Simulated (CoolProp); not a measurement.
Ethylene along the isotherm -27.05 °C: density (kg/m³) from the reference equation and from simpler models built on Tc = 9.2 °C, pc = 50.42 bar, ω = 0.087; each cubic takes its own stable root.

Model: reference Helmholtz-energy equation of state, Smukala 2000, in CoolProp.

| p (bar) | phase | reference | van der Waals | Soave-Redlich-Kwong |
|---|---|---|---|---|
| 14 | gas | 22.97 | 22.04 | 22.89 |
| 28 | liquid | 435.4 | 56.58 | 395.9 |
| 42 | liquid | 441.8 | 293.0 | 405.9 |
| 56 | liquid | 447.4 | 302.3 | 414.5 |
| 70 | liquid | 452.4 | 309.7 | 422.0 |
| 84 | liquid | 456.9 | 315.9 | 428.7 |
| 98 | liquid | 461.1 | 321.3 | 434.8 |
| 112 | liquid | 465.0 | 326.0 | 440.3 |
| 126 | liquid | 468.6 | 330.2 | 445.5 |

At some of these states van der Waals gives the other phase, because its saturation line lies elsewhere.
